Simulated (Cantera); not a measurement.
An isothermal, constant-pressure homogeneous reactor starts with NO : N₂ = 1 : 11 (molar parts), at 1875 K and 4700 Pa. Integrator tolerance rtol = 1e-08.

Detailed kinetics in Cantera: GRI-Mech 3.0 (53 species, 325 reactions). Radical loss at walls, strong at low pressure, is not modelled.

Question: What does this change do: pressure from 4700 Pa to 101000 Pa?

Answer: 
```csv
quantity,before,after
x(NO) at 2.00 s,0.0822 (gas-phase equilibrium 0.00257),0.0691 (gas-phase equilibrium 0.00257)
x(O₂) at 2.00 s,0.000516 (gas-phase equilibrium 0.0403),0.00708 (gas-phase equilibrium 0.0404)
x(NO₂) at 2.00 s,3.15e-6 (gas-phase equilibrium 5.26e-7),2.92e-5 (gas-phase equilibrium 2.45e-6)
x(N₂) at 2.00 s,0.917 (gas-phase equilibrium 0.957),0.924 (gas-phase equilibrium 0.957)
x(N₂O) at 2.00 s,2.82e-6 (gas-phase equilibrium 3.50e-8),2.18e-6 (gas-phase equilibrium 1.63e-7)
x(O) at 2.00 s,4.89e-5 (gas-phase equilibrium 0.000224),2.17e-5 (gas-phase equilibrium 4.83e-5)
```

Question: What does this change do: temperature 1875 to 2050 K?

Answer: 
```tsv
quantity	before	after
x(NO) at 2.00 s	0.0822 (gas-phase equilibrium 0.00257)	0.0743 (gas-phase equilibrium 0.00418)
x(O₂) at 2.00 s	0.000516 (gas-phase equilibrium 0.0403)	0.00434 (gas-phase equilibrium 0.0391)
x(NO₂) at 2.00 s	3.15e-6 (gas-phase equilibrium 5.26e-7)	3.99e-6 (gas-phase equilibrium 6.20e-7)
x(N₂) at 2.00 s	0.917 (gas-phase equilibrium 0.957)	0.921 (gas-phase equilibrium 0.956)
x(N₂O) at 2.00 s	2.82e-6 (gas-phase equilibrium 3.50e-8)	2.41e-6 (gas-phase equilibrium 5.59e-8)
x(O) at 2.00 s	4.89e-5 (gas-phase equilibrium 0.000224)	0.000350 (gas-phase equilibrium 0.000893)
```

Question: What does this change do: temperature 1875 to 2100 K?

Answer: 
```
quantity                                            before                                     after
----------------  ----------------------------------------  ----------------------------------------
x(NO) at 2.00 s     0.0822 (gas-phase equilibrium 0.00257)    0.0667 (gas-phase equilibrium 0.00472)
x(O₂) at 2.00 s    0.000516 (gas-phase equilibrium 0.0403)    0.00800 (gas-phase equilibrium 0.0386)
x(NO₂) at 2.00 s   3.15e-6 (gas-phase equilibrium 5.26e-7)   4.28e-6 (gas-phase equilibrium 6.44e-7)
x(N₂) at 2.00 s        0.917 (gas-phase equilibrium 0.957)       0.925 (gas-phase equilibrium 0.955)
x(N₂O) at 2.00 s   2.82e-6 (gas-phase equilibrium 3.50e-8)   1.93e-6 (gas-phase equilibrium 6.29e-8)
x(O) at 2.00 s    4.89e-5 (gas-phase equilibrium 0.000224)  0.000628 (gas-phase equilibrium 0.00127)
```
